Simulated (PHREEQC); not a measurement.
**Sulfide liquor: speciation**

Dissolve 0.0036 mol Na2S, 0.073 mol HCl and 0.028 mol FeCl2 per kg of water at 10 °C. Closed to the air; pH follows from the charge balance.

Model: ion-association model, phreeqc.dat, run in PHREEQC.

Precipitation was switched off in this run.

Predict the pH, specific conductance, density.

pH 1.27; specific conductance 19500 µS/cm; density 1.004 g/cm³.

In which forms is Fe present?

Fe+2 94 %, FeCl+ 5.8 % of the Fe.

At this temperature some constants are extrapolated from 25 °C, and those without enthalpy data are left unchanged.
